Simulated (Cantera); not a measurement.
## Carbon deposition, reforming and gasification: CH₄ + NH₃

Input: 1 mol CH₄, 0.052 mol NH₃, equilibrated at 40.0 bar.

These are equilibrium values from Cantera (NASA tables, ideal gas, pure condensed phases), not measurements of a reactor. Candidate condensed phases: C, C₆H₆, C₇H₈, C₈H₁₈; 92 gas species. The ideal-gas law is rough above about 30 bar. The numbers say what is thermodynamically allowed, not how fast it happens.

```
T (°C)   x H₂    x CH₄     x N₂  x C₂H₂ (acetylene)     x HCN       x H  n C(graphite)
------  -----  -------  -------  ------------------  --------  --------  -------------
950     0.713    0.271   0.0155             1.12e-7   1.00e-5   4.01e-8          0.551
1050    0.808    0.177   0.0143             6.67e-7   2.76e-5   2.25e-7          0.683
1150    0.870    0.115   0.0136             2.99e-6   6.49e-5   9.80e-7          0.782
1250    0.910   0.0763   0.0131             1.08e-5  0.000136   3.49e-6          0.850
1350    0.935   0.0518   0.0128             3.26e-5  0.000257   1.06e-5          0.895
1450    0.950   0.0363   0.0125             8.60e-5  0.000452   2.81e-5          0.924
1550    0.960   0.0263   0.0122            0.000203  0.000743   6.71e-5          0.943
1650    0.966   0.0196   0.0119            0.000436   0.00116  0.000146          0.954
1750    0.970   0.0150   0.0116            0.000866   0.00171  0.000296          0.960
1850    0.972   0.0118   0.0112             0.00161   0.00242  0.000559          0.962
1950    0.972  0.00946   0.0107             0.00282   0.00330  0.000999          0.960
2050    0.970  0.00772   0.0100             0.00470   0.00434   0.00170          0.952
2150    0.967  0.00639  0.00934             0.00748   0.00552   0.00276          0.940
2250    0.962  0.00535  0.00857              0.0115   0.00680   0.00431          0.922
```
x: gas mole fraction; n: condensed amount in mol.

From 950 °C to 2250 °C the condensed part is C(graphite). The main C-bearing gas is CH₄ at 950 °C and C₂H₂ (acetylene) at 2250 °C. The share of C in condensed phases is highest at 1850 °C (96.2 %) and lowest at 950 °C (55.1 %).
